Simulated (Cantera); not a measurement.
An isothermal, constant-pressure homogeneous reactor starts with 0.704 % CH3OH, 1.47 % O2, 97.8 % N2, equivalence ratio 0.72, at 1350 K and 170000 Pa.

Computed with Cantera and GRI-Mech 3.0 (53 species, 325 reactions). GRI-Mech 3.0 was tuned for natural gas; its chemistry of methanol as a main component is partial and can be far from experiment.

One state of this run: x CH3OH = <1e-12; x O2 = 0.00484; x CO2 = 0.00558; x HCO = 9.30e-10; x HCN = 5.95e-12; x CH4 = <1e-12. x: mole fraction; the columns are a selection and need not sum to one.

Which value of t (s) does it belong to?
(A) 17.8
(B) 0.00376
(C) 200
(D) 1.59

B, 0.00376
